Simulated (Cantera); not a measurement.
An adiabatic, constant-volume homogeneous reactor starts with 11.8 % CH₄, 16.5 % CO, 15.1 % O₂, 56.6 % N₂, equivalence ratio 2.1, at 1350 K and 0.987 atm.

Cantera simulation using GRI-Mech 3.0 (53 species, 325 reactions); the numbers are that mechanism's predictions, not measurements.

One state of this run: T (K) = 2736; P (bar) = 2.22; x CH₄ = 8.01e-12; x CO = 0.215; x O₂ = 0.000239; x C₂H = <1e-12; x O = 0.000439; x H₂O = 0.119. x: mole fraction; the columns are a selection and need not sum to one.

**Question.** Which value of t (s) does it belong to?
A. 0.0598
B. 0.000214
C. 8.36e-5
D. 5.00e-6

**Answer.** A, 0.0598
